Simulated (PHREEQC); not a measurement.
Solution (20 °C): 0.05 mol Na2SO4 per kg of water. Closed to the air; pH follows from the charge balance.

Computed with PHREEQC (ion-association model, phreeqc.dat).

Each row changes one thing in this solution. No solid was allowed to form.

```tsv
case	ionic strength (mol/kgw)	Na+ (mol/kgw)	SO4-2 (mol/kgw)	NaSO4- (mol/kgw)	HSO4- (mol/kgw)
as made	0.137	0.0934	0.0434	0.00663	9.43e-8
Na2SO4 from 0.05 to 0.045 mol/kgw	0.124	0.0844	0.0394	?	?
diluted 100-fold with water	0.00150	0.000998	0.000498	2.03e-6	3.12e-9
temperature from 20 to 5 °C	0.138	0.0938	0.0438	0.00619	4.05e-8
Na2SO4 from 0.05 to 0.055 mol/kgw	0.150	0.102	0.0473	?	9.89e-8
```

Question: What belongs in the gaps?

Answer: 
- Na2SO4 from 0.05 to 0.045 mol/kgw, NaSO4- (mol/kgw): 0.00562
- Na2SO4 from 0.05 to 0.045 mol/kgw, HSO4- (mol/kgw): 8.94e-8
- Na2SO4 from 0.05 to 0.055 mol/kgw, NaSO4- (mol/kgw): 0.00768

Complexes and solids missing from the database can't appear. Constants without temperature data keep their 25 °C values here.
